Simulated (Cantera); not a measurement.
Input: 1 mol BN, 5 mol H2O, equilibrated at 1148.15 K and 25.0 Pa.

Cantera equilibrium calculation (NASA polynomials, part measured and part estimated; ideal gas, pure solids and liquids). Candidate condensed phases: B, BN, B2O3, B3O3H3, H2O; 39 gas species. Gases not in the tables: H3BO3. Equilibrium is a limit: real reactors are often held back by kinetics, nucleation or transport.

Base state: H2O 0.621, H2 0.270, N2 0.0900, HBO2 0.0191, (HBO2)3 0.000110 (mole fractions); condensed: B2O3(l).

Problem. What changes in the equilibrium state with this change: pressure from 25.0 Pa to 0.170 bar?

Solution. 
```csv
species,before,after
H2O,0.621,0.632
H2,0.270,0.273
N2,0.0900,0.0910
HBO2,0.0191,0.000740
(HBO2)3,0.000110,0.00296
"B2O3(l), mol",0.446,0.474
```
